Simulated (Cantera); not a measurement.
**Chemical vapour transport: Fe + Cl₂ + O₂**

Feed: 1 mol Fe, a varied amount of Cl₂, 0.54 mol O₂, held at 1302 °C and 1300 Pa.

Method: chemical equilibrium by Gibbs-energy minimisation in Cantera with the NASA 1993 tables (ideal gas, pure condensed phases). Candidate condensed phases: Fe, FeCl₂, FeCl₃, FeO, Fe₂O₃, Fe₃O₄; 13 gas species. Mutual solubility and eutectic melting of coexisting phases are not modelled. The tables' stoichiometric FeO is somewhat more stable than real wüstite, so its field is too wide. FeO: taken at fixed stoichiometry. Kinetics and transport are ignored.

```tsv
n(Cl₂) (mol)	x FeCl₂	x O₂	x Cl	x FeCl₃	x Cl₂	x Fe₂Cl₄	x ClO	n FeO(s)	n Fe₃O₄(s)
0.065	0.995	6.40e-6	0.00358	0.00109	1.86e-5	0.000298	2.32e-8	0.501	0.145
0.097	0.995	6.40e-6	0.00358	0.00109	1.86e-5	0.000298	2.32e-8	0.373	0.177
0.13	0.995	6.40e-6	0.00358	0.00109	1.86e-5	0.000298	2.32e-8	0.241	0.210
0.16	0.995	6.40e-6	0.00358	0.00109	1.86e-5	0.000298	2.32e-8	0.122	0.240
0.19	0.995	6.40e-6	0.00358	0.00109	1.86e-5	0.000298	2.32e-8	0.00180	0.270
0.22	0.858	0.0516	0.0666	0.0174	0.00646	0.000222	3.87e-5	0	0.264
0.25	0.791	0.0999	0.0798	0.0193	0.00926	0.000189	6.45e-5	0	0.256
0.29	0.736	0.146	0.0872	0.0196	0.0111	0.000163	8.52e-5	0	0.244
0.32	0.708	0.171	0.0902	0.0195	0.0118	0.000151	9.53e-5	0	0.236
0.35	0.686	0.190	0.0920	0.0193	0.0123	0.000142	0.000103	0	0.227
```
x: gas mole fraction; n: condensed amount in mol.

From 0.065 mol Cl₂ to 0.19 mol Cl₂ the condensed part is FeO(s) + Fe₃O₄(s). From 0.22 mol Cl₂ to 0.35 mol Cl₂ the condensed part is Fe₃O₄(s). The main Fe-bearing gas is FeCl₂ throughout. The share of Fe in condensed phases is highest at 0.065 mol Cl₂ (93.5 %) and lowest at 0.35 mol Cl₂ (68.1 %).
